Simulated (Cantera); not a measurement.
A perfectly stirred reactor is fed with CH4 : H2 : H = 0.017 : 1 : 0.099 (molar parts), at 0.133 bar; it is held at 2100 K, and followed from long to short residence time.

Detailed kinetics in Cantera: GRI-Mech 3.0 (53 species, 325 reactions). GRI-Mech 3.0 stops at C3 and has no aromatics, soot or wall deposition, so with more carbon than oxygen in the feed, carbon stays in small species such as C2H2 where larger ones or solid carbon would form.

Q: What does this change do: 0.054 parts H2O added?

A: 
```csv
quantity,before,after
x(CH4) at τ = 9.40 s,0.000209,4.63e-5
x(H2) at τ = 9.40 s,0.983,0.945
x(H) at τ = 9.40 s,0.00863,0.00856
x(C2H6) at τ = 9.40 s,6.61e-10,3.20e-11
x(C2H2) at τ = 9.40 s,0.00768,3.00e-6
x(CH4) at τ = 0.160 s,0.00108,0.000877
x(H2) at τ = 0.160 s,0.981,0.941
x(H) at τ = 0.160 s,0.0105,0.0102
x(C2H6) at τ = 0.160 s,2.07e-8,1.40e-8
x(C2H2) at τ = 0.160 s,0.00715,0.000945
```
